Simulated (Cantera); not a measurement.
An isothermal, constant-pressure homogeneous reactor starts with N2O : H2O = 1 : 0.018 (molar parts), at 1548 K and 10.00 Torr. Integrator tolerance rtol = 1e-08.

Detailed kinetics in Cantera: GRI-Mech 3.0 (53 species, 325 reactions). GRI-Mech 3.0 was tuned for natural gas; its chemistry of N2O as a main component is partial and can be far from experiment. Radical loss at walls, strong at low pressure, is not modelled. The temperature is held fixed by assumption; the heat of reaction is taken as removed at once.

Task: What does this change do: temperature 1548 to 1473 K?

Result: 
| quantity | before | after |
|---|---|---|
| x(N2O) at 1.00 s | 0.172 (gas-phase equilibrium 1.13e-8) | 0.446 (gas-phase equilibrium 8.02e-9) |
| x(H2O) at 1.00 s | 0.0128 (gas-phase equilibrium 0.0118) | 0.0144 (gas-phase equilibrium 0.0118) |
| x(H2) at 1.00 s | 1.40e-6 (gas-phase equilibrium 6.32e-7) | 5.28e-7 (gas-phase equilibrium 2.35e-7) |
| x(N2) at 1.00 s | 0.479 (gas-phase equilibrium 0.658) | 0.322 (gas-phase equilibrium 0.658) |
| x(OH) at 1.00 s | 0.000222 (gas-phase equilibrium 0.000133) | 0.000144 (gas-phase equilibrium 6.99e-5) |
| x(H) at 1.00 s | 7.26e-7 (gas-phase equilibrium 2.14e-7) | 1.98e-7 (gas-phase equilibrium 5.35e-8) |
| x(NO) at 1.00 s | 0.130 (gas-phase equilibrium 0.00176) | 0.0746 (gas-phase equilibrium 0.00123) |

Task: What does this change do: H2O 0.018 to 0.0064 parts?

Result: 
```csv
quantity,before,after
x(N2O) at 1.00 s,0.172 (gas-phase equilibrium 1.13e-8),0.185 (gas-phase equilibrium 1.14e-8)
x(H2O) at 1.00 s,0.0128 (gas-phase equilibrium 0.0118),0.00457 (gas-phase equilibrium 0.00421)
x(H2) at 1.00 s,1.40e-6 (gas-phase equilibrium 6.32e-7),5.11e-7 (gas-phase equilibrium 2.25e-7)
x(N2) at 1.00 s,0.479 (gas-phase equilibrium 0.658),0.472 (gas-phase equilibrium 0.663)
x(OH) at 1.00 s,0.000222 (gas-phase equilibrium 0.000133),0.000134 (gas-phase equilibrium 7.96e-5)
x(H) at 1.00 s,7.26e-7 (gas-phase equilibrium 2.14e-7),4.49e-7 (gas-phase equilibrium 1.27e-7)
x(NO) at 1.00 s,0.130 (gas-phase equilibrium 0.00176),0.135 (gas-phase equilibrium 0.00178)
```
